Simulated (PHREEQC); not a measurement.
Consider water at 3.2 °C with 0.086 mol/kgw NH4F. Closed to the air; pH follows from the charge balance.

Model: ion-association model, wateq4f.dat, run in PHREEQC.

Precipitation was switched off in this run.

Q: Estimate the pH.

A: pH 6.54.

Constants without temperature data keep their 25 °C values here.
